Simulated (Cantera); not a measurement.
## Adiabatic ignition

An adiabatic, constant-volume homogeneous reactor starts with 4.17 % CH₄, 0.668 % C₂H₆, 2.17 % C₃H₈, 19.6 % O₂, 73.4 % N₂, equivalence ratio 1.1, at 1675 K and 1.18 atm.

Computed with Cantera and GRI-Mech 3.0 (53 species, 325 reactions). GRI-Mech 3.0 was tuned for natural gas; its chemistry of propane as a main component is partial and can be far from experiment. Above 3000 K some thermodynamic fits are extrapolated.

| t (s) | T (K) | P (bar) | x CH₄ | x C₂H₆ | x C₃H₈ | x HCN | x NO | x HO₂ | x CH₂ |
|---|---|---|---|---|---|---|---|---|---|
| 4.00e-6 | 1655 | 1.19 | 0.0410 | 0.00622 | 0.0186 | 6.22e-11 | 3.74e-11 | 0.000207 | 1.72e-6 |
| 9.30e-6 | 1661 | 1.20 | 0.0393 | 0.00578 | 0.0132 | 1.13e-9 | 4.88e-10 | 0.000276 | 5.29e-6 |
| 2.16e-5 | 2042 | 1.56 | 0.0207 | 0.000437 | 9.56e-5 | 3.84e-7 | 1.45e-7 | 0.000664 | 0.000106 |
| 5.03e-5 | 2955 | 2.35 | <1e-12 | <1e-12 | <1e-12 | 1.80e-9 | 0.00120 | 9.51e-6 | <1e-12 |
| 0.000117 | 3016 | 2.39 | <1e-12 | <1e-12 | <1e-12 | 5.09e-9 | 0.00470 | 1.01e-5 | <1e-12 |
| 0.000272 | 3010 | 2.38 | <1e-12 | <1e-12 | <1e-12 | 8.35e-9 | 0.00965 | 9.38e-6 | <1e-12 |
| 0.000632 | 3005 | 2.38 | <1e-12 | <1e-12 | <1e-12 | 1.01e-8 | 0.0123 | 8.99e-6 | <1e-12 |
| 0.00147 | 3005 | 2.38 | <1e-12 | <1e-12 | <1e-12 | 1.03e-8 | 0.0126 | 8.95e-6 | <1e-12 |
| 0.00342 | 3005 | 2.38 | <1e-12 | <1e-12 | <1e-12 | 1.03e-8 | 0.0126 | 8.95e-6 | <1e-12 |
| 0.00795 | 3005 | 2.38 | <1e-12 | <1e-12 | <1e-12 | 1.03e-8 | 0.0126 | 8.95e-6 | <1e-12 |
| 0.0185 | 3005 | 2.38 | <1e-12 | <1e-12 | <1e-12 | 1.03e-8 | 0.0126 | 8.95e-6 | <1e-12 |
| 0.0430 | 3005 | 2.38 | <1e-12 | <1e-12 | <1e-12 | 1.03e-8 | 0.0126 | 8.95e-6 | <1e-12 |
| 0.100 | 3005 | 2.38 | <1e-12 | <1e-12 | <1e-12 | 1.03e-8 | 0.0126 | 8.95e-6 | <1e-12 |
x: mole fraction; the columns are a selection and need not sum to one.

| Quantity | Result |
|---|---|
| time of steepest temperature rise | 23.7 µs |
| temperature at 0.100 s | 3005 K |
| equilibrium temperature | 3005 K |
| x(CH₄) at 0.100 s | <1e-12 (gas-phase equilibrium <1e-12) |
| x(C₂H₆) at 0.100 s | <1e-12 (gas-phase equilibrium <1e-12) |
| x(C₃H₈) at 0.100 s | <1e-12 (gas-phase equilibrium <1e-12) |
